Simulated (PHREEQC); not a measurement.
Consider water at 30 °C with 75 mmol/kgw HF, 13 mmol/kgw K2HPO4 and 2 mmol/kgw KCl. Closed to the air; pH follows from the charge balance.

All values are PHREEQC results (ion-association model, wateq4f.dat), not measurements.

| quantity | before | after |
|---|---|---|
| pH | 2.67 | 9.16 |
| ionic strength (mol/kgw) | 0.0304 | 0.113 |
| HF (mol/kgw) | 0.0450 | 6.02e-8 |
| F- (mol/kgw) | 0.0155 | 0.0733 |
| H2PO4- (mol/kgw) | 0.0101 | 5.96e-5 |
| HF2- (mol/kgw) | 0.00279 | 1.80e-8 |

### Question
What was changed between the two runs?
(A) HF replaced by NaF at the same molality
(B) temperature from 30 to 35 °C
(C) HF from 0.075 to 0.75 mol/kgw
(D) diluted 10-fold with water
(E) KCl from 0.002 to 0.02 mol/kgw

### Answer
A, HF replaced by NaF at the same molality

This is a speciation only: nothing precipitates in the calculation. H3PO4, which wateq4f.dat lacks, is added to it with the constant of phreeqc.dat.
